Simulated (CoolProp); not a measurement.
Saturated liquid density (kg/m³) of ethylene: the reference equation beside estimates from Tc = 282.4 K, pc = 5.042 MPa, ω = 0.087. Rackett uses Z = 0.29056 − 0.08775 ω.

Model: reference Helmholtz-energy equation of state, Smukala 2000, in CoolProp.

```tsv
T (K)	reference	Rackett	van der Waals	Redlich-Kwong	Soave-Redlich-Kwong	Peng-Robinson
222	482.9	479.8	315.6	447.9	452.8	513.4
226.3	474.7	471.7	310.0	437.8	442.8	502.2
230.6	466.2	463.3	304.1	427.2	432.5	490.4
234.9	457.2	454.6	298.0	416.2	421.6	478.0
239.2	447.9	445.4	291.6	404.6	410.1	464.8
243.5	438.1	435.8	284.8	392.5	398.0	450.9
247.8	427.6	425.7	277.7	379.6	385.1	436.0
252.1	416.5	414.8	270.0	365.9	371.4	420.0
256.4	404.4	403.1	261.8	351.3	356.6	402.8
260.7	391.2	390.3	252.9	335.5	340.5	384.0
```

Absolute difference from the reference over all 10 rows, mean and median: Rackett 0.5 and 0.5 %, van der Waals 35.0 and 34.9 %, Redlich-Kwong 10.3 and 10.0 %, Soave-Redlich-Kwong 9.1 and 8.8 %, Peng-Robinson 3.4 and 3.3 %.
